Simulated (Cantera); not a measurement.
## Thermodynamics of carbothermic reduction, feed CuO + CH4 + N2

Input: 1 mol CuO, 3.7 mol CH4, 1.2 mol N2, held at 552 °C and 5.60 bar.

Equilibrium computed with Cantera from the NASA thermochemical tables; the gas is ideal and each condensed phase is pure. Candidate condensed phases: C, C6H6, C7H8, C8H18, Cu, CuO, Cu(OH)2, Cu2O, H2O; 139 gas species. Equilibrium is a limit: real reactors are often held back by kinetics, nucleation or transport.

The x(CH4) is 0.385 and the x(H2) is 0.276. The x(N2) is 0.190. The x(H2O) is 0.130 and the x(CO2) is 0.0112. The x(CO) is 0.00667 and the x(NH3) comes out as 0.000828. The x(C2H6) is 1.49e-5 and the n(C(graphite)) is 1.17 mol. The n(Cu(s)) comes out as 1.00 mol and the gas amount is 6.286 mol. The log10 activity of Cu(OH)2(s) (absent) comes out as -10.84.
